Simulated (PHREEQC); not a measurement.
Copper plating or etch bath

Consider water at 25 °C with 0.021 mol/kgw CuCl2 and 0.0031 mol/kgw HCl. Closed to the air; pH follows from the charge balance.

The numbers come from PHREEQC with the ion-association model, wateq4f.dat.

Each row changes one thing in this solution. This is a speciation only: nothing precipitates in the calculation.

```
case                                  pH  Cu+2 (mol/kgw)  CuCl+ (mol/kgw)  CuCl2 (mol/kgw)  CuOH+ (mol/kgw)  Cu2(OH)2+2 (mol/kgw)  SI of Tenorite (CuO)  SI of Atacamite (Cu2(OH)3Cl)
----------------------------------  ----  --------------  ---------------  ---------------  ---------------  --------------------  --------------------  ----------------------------
as made                             2.58          0.0199          0.00106          1.58e-5          4.30e-8               1.22e-9                 -4.50                         -5.14
temperature from 25 to 15 °C        2.58          0.0203         0.000665          8.95e-6          4.41e-8                   ___                 -4.88                         -5.59
diluted 5-fold with water           3.25             ___          6.42e-5          2.43e-7          5.34e-8               1.57e-9                 -3.69                         -4.83
0.0016 mol/kgw CaCl2 added          2.58          0.0199          0.00111          1.75e-5          4.25e-8               1.20e-9                 -4.51                         -5.13
0.00074 mol/kgw Ca(OH)2 added       2.86          0.0199          0.00106          1.57e-5          8.22e-8               4.47e-9                 -3.94                         -4.30
HCl from 0.0031 to 0.031 mol/kgw    1.59          0.0194          0.00153          3.43e-5          4.00e-9              1.10e-11                 -6.54                         -8.03
HCl from 0.0031 to 0.00279 mol/kgw  2.63          0.0199          0.00106          1.56e-5          4.79e-8               1.51e-9                 -4.41                         -5.00
HCl left out                        4.59          0.0199          0.00100          1.40e-5          4.41e-6               1.28e-5                 -0.48                         +0.86
0.00033 mol/kgw MgSO4 added         2.59             ___          0.00105          1.56e-5          4.30e-8               1.23e-9                 -4.50                         -5.14
```

Q: What belongs in the gaps?

A: 
- temperature from 25 to 15 °C, Cu2(OH)2+2 (mol/kgw): 4.57e-10
- diluted 5-fold with water, Cu+2 (mol/kgw): 0.00414
- 0.00033 mol/kgw MgSO4 added, Cu+2 (mol/kgw): 0.0198

Complexes and solids missing from the database can't appear. Some of these states are supersaturated (in Atacamite, for instance).
